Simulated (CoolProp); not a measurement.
Vapour-liquid equilibrium of R1234yf (1) + R134a (2) at 199.8 K; x and y are mole fractions of (1).

Computed with CoolProp (multi-fluid Helmholtz-energy mixture model, Lemmon 2022 and Tillner-Roth 1994; pair parameters Bell 2022).

```tsv
x	bubble pressure, mixture model (MPa)	bubble pressure, Raoult's law (MPa)	y, mixture model	y, Raoult's law
0.05	0.006549	0.006349	0.097	0.070
0.125	?	0.006545	0.214	0.169
0.2	0.007336	0.006741	?	0.262
0.275	0.007640	0.006938	0.390	0.350
0.35	0.007898	0.007134	0.461	0.433
0.425	0.008117	0.007330	?	0.512
0.5	0.008304	0.007526	0.585	0.587
0.575	0.008462	0.007723	0.643	0.658
0.65	0.008592	0.007919	?	0.725
0.725	?	0.008115	0.758	0.789
0.8	?	0.008312	0.818	0.850
0.875	0.008824	0.008508	0.881	0.909
0.95	0.008842	0.008704	0.950	0.964
```

### Question
What belongs in the gaps?

### Answer

- 0.125, bubble pressure, mixture model (MPa): 0.006977
- 0.2, y, mixture model: 0.310
- 0.425, y, mixture model: 0.525
- 0.65, y, mixture model: 0.700
- 0.725, bubble pressure, mixture model (MPa): 0.008697
- 0.8, bubble pressure, mixture model (MPa): 0.008774

The largest gap from Raoult's law is +10.7 % in bubble pressure, at x = 0.425. No azeotrope shows between x = 0.05 and 0.95.

Pair parameters are fitted to limited data, so mixtures are less certain than the pure fluids.
